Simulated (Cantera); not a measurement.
A perfectly stirred reactor is fed with 10.1 % CH4, 18.4 % O2, 69.2 % N2, 2.23 % H2O, equivalence ratio 1.1, at 850000 Pa; it is adiabatic with a 423 K inlet, and is followed from long to short residence time, starting on the burning branch (τ in s: 0.17, 0.055, 0.018, 0.0059, 0.0019, 0.00064, 0.00021, 6.9e-05, 2.3e-05, 7.4e-06).

Computed with Cantera and GRI-Mech 3.0 (53 species, 325 reactions).

One state of this run: T (K) = 2253; x CH4 = 3.34e-5; x O2 = 0.000666; x H2O = 0.206; x C2H4 = 2.92e-8; x H2 = 0.0126; x HCN = 3.43e-6; x C2H6 = 1.50e-9. x: mole fraction; the columns are a selection and need not sum to one.

Q: Which value of τ (s) does it belong to?
(A) 0.0059
(B) 2.3e-5
(C) 0.17
(D) 0.0019

A: A, 0.0059
